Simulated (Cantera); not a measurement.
Input: 1 mol Ti, 0.24 mol CH₄, 50 mol H₂, at 2098.15 K.

These are equilibrium values from Cantera (NASA tables, ideal gas, pure condensed phases), not measurements of a reactor. Candidate condensed phases: C, C₆H₆, C₇H₈, C₈H₁₈, Ti, TiC; 77 gas species. Mutual solubility and eutectic melting of coexisting phases are not modelled. TiC: taken at fixed stoichiometry. Condensed phases not in the tables: N, O or C dissolved in the metal. Rates play no part.

x: gas mole fraction; n: condensed amount in mol.

```tsv
P (Pa)	x H₂	x H	x Ti	x CH₄	n TiC(s)	n Ti(l)
10	0.725	0.262	0.0129	[?]	0.240	0
46	0.853	0.133	0.0138	[?]	0.240	0
220	0.923	0.0631	0.0144	[?]	0.240	0
1000	0.966	0.0303	0.00339	[?]	0.240	0.585
4600	0.985	0.0143	0.000738	[?]	0.240	0.722
22000	0.993	0.00654	0.000154	[?]	0.240	0.752
100000	0.997	0.00308	3.39e-5	[?]	0.240	0.758
```

Problem. What belongs in the gaps?

Solution. 
- 10, x CH₄: 6.29e-11
- 46, x CH₄: 8.12e-11
- 220, x CH₄: 9.14e-11
- 1000, x CH₄: 4.25e-10
- 4600, x CH₄: 2.03e-9
- 22000, x CH₄: 9.87e-9
- 100000, x CH₄: 4.52e-8
